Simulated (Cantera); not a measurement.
FeS2 + H2 + N2 (hydrogen reduction and annealing atmospheres)

Input: 1 mol FeS2, 1.9 mol H2, a varied amount of N2, held at 1198.15 K and 1 atm.

These are equilibrium values from Cantera (NASA tables, ideal gas, pure condensed phases), not measurements of a reactor. Candidate condensed phases: Fe, FeS, FeS2, S; 16 gas species. FeS: taken at fixed stoichiometry. Gases not in the tables: S3 to S7. Kinetics and transport are ignored.

```csv
n(N2) (mol),log p N2,log p H2S,log p H2,log p S2,n FeS(s)
1,-0.46,-0.46,-0.50,-2.64,1.00
1.9,-0.30,-0.58,-0.61,-2.65,1.00
3.3,-0.19,-0.72,-0.75,-2.66,1.00
5.8,-0.12,-0.90,-0.91,-2.68,1.00
10,-0.07,-1.09,-1.09,-2.70,1.00
18,-0.04,-1.33,-1.31,-2.75,1.00
32,-0.02,-1.57,-1.52,-2.81,1.00
57,-0.01,-1.84,-1.74,-2.89,1.00
```
log p: log10 of the partial pressure in bar; n: condensed amount in mol.

From 1 mol N2 to 57 mol N2 the condensed part is FeS(s).
